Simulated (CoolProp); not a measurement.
A simple Rankine cycle with cyclopentane: condensing at 297.15 K, boiler at 1.03 MPa, turbine inlet 456 K, turbine efficiency 0.7, pump efficiency 0.8, no recuperator. Each further row changes one setting.

Computed with CoolProp (reference Helmholtz-energy equation of state, Gedanitz 2015).

```json
[
 {"case": "as stated", "thermal efficiency (%)": "16.0", "net work (kJ/kg)": "102", "heat in (kJ/kg)": "636", "turbine exit temperature (K)": "386.4", "volume ratio over the turbine": "24.4"},
 {"case": "turbine inlet 476 K", "thermal efficiency (%)": "16.0", "net work (kJ/kg)": "108", "heat in (kJ/kg)": "678", "turbine exit temperature (K)": "407.9", "volume ratio over the turbine": "24.2"},
 {"case": "condensing temperature 289.15 K", "thermal efficiency (%)": "17.2", "net work (kJ/kg)": "111", "heat in (kJ/kg)": "650", "turbine exit temperature (K)": "380.3", "volume ratio over the turbine": "33.4"},
 {"case": "boiler pressure 0.721 MPa", "thermal efficiency (%)": "14.6", "net work (kJ/kg)": "93.9", "heat in (kJ/kg)": "643", "turbine exit temperature (K)": "396.0", "volume ratio over the turbine": "16.7"},
 {"case": "turbine efficiency 0.6", "thermal efficiency (%)": "13.7", "net work (kJ/kg)": "87.2", "heat in (kJ/kg)": "636", "turbine exit temperature (K)": "395.3", "volume ratio over the turbine": "25.0"}
]
```
